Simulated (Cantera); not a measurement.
What does this Cantera script print?

```python
import numpy as np
import cantera as ct

gas = ct.Solution("h2o2.yaml")
gas.TPX = 425, 101325, {'H2': 1.3, 'O2': 0.385, 'N2': 1.58}
flame = ct.FreeFlame(gas, width=0.04)
flame.set_refine_criteria(ratio=3, slope=0.08, curve=0.16)
flame.transport_model = "mixture-averaged"
flame.solve(loglevel=0, auto=True)
z, T = flame.grid, flame.T
thick = (T[-1] - T[0]) / np.gradient(T, z).max()
show = ['H2', 'O2', 'H', 'H2O', 'O', 'OH']
print(f"laminar burning velocity  {flame.velocity[0] * 100:.3f} cm/s")
print(f"burnt temperature         {T[-1]:.1f} K")
print(f"thermal thickness         {thick * 1e3:.4f} mm")
print(f"grid points               {len(z)}")
z0 = z[flame.heat_release_rate.argmax()]
print(f"{'z/mm':>9s}{'T/K':>9s}{'u/(m/s)':>9s}" + "".join(f"{s:>11s}" for s in show))
rows = []
for k in (-3, -2, -1.5, -1, -0.5, -0.25, 0, 0.25, 0.5, 1, 2, 4, 8):
    zz = z0 + k * thick
    rows.append([k * thick, np.interp(zz, z, T), np.interp(zz, z, flame.velocity),
                 *(np.interp(zz, z, flame.X[gas.species_index(s)]) for s in show)])
    print(f"{rows[-1][0] * 1e3:9.3f}{rows[-1][1]:9.1f}{rows[-1][2]:9.3f}" + "".join(f"{x:11.3e}" for x in rows[-1][3:]))
```

It prints:

```
laminar burning velocity  485.653 cm/s
burnt temperature         2191.2 K
thermal thickness         0.3834 mm
grid points               120
     z/mm      T/K  u/(m/s)         H2         O2          H        H2O          O         OH
   -1.150    425.0    4.857  3.982e-01  1.179e-01  9.855e-17  4.592e-13  1.976e-14  1.678e-16
   -0.767    425.0    4.857  3.982e-01  1.179e-01  9.617e-15  5.124e-11  1.876e-12  1.593e-14
   -0.575    425.0    4.857  3.982e-01  1.179e-01  1.846e-13  1.094e-09  3.399e-11  2.901e-13
   -0.383    425.1    4.857  3.981e-01  1.179e-01  1.489e-10  1.644e-07  3.167e-09  5.879e-11
   -0.192    445.3    5.057  3.936e-01  1.184e-01  3.726e-05  5.153e-04  3.943e-06  3.303e-05
   -0.096    717.3    7.922  3.584e-01  1.120e-01  5.677e-03  2.176e-02  2.152e-04  8.930e-04
    0.000   1146.0   12.285  2.698e-01  7.968e-02  3.638e-02  9.539e-02  2.642e-03  1.869e-03
    0.096   1441.4   15.295  1.808e-01  2.797e-02  6.910e-02  1.933e-01  4.424e-03  4.292e-03
    0.192   1578.0   16.653  1.506e-01  7.320e-03  7.636e-02  2.336e-01  3.135e-03  5.217e-03
    0.383   1700.5   17.814  1.487e-01  1.829e-03  6.763e-02  2.461e-01  2.158e-03  5.802e-03
    0.767   1821.2   18.919  1.561e-01  1.096e-03  5.300e-02  2.502e-01  1.538e-03  5.866e-03
    1.533   1935.6   19.938  1.633e-01  6.390e-04  3.856e-02  2.544e-01  9.314e-04  5.288e-03
    3.067   2030.5   20.760  1.693e-01  3.183e-04  2.628e-02  2.585e-01  4.767e-04  4.225e-03
```

Model: the H2/O2 subset of GRI-Mech 3.0, which has no nitrogen chemistry, integrated in Cantera. Burning velocities carry a grid error of a few per cent, more on coarse grids.
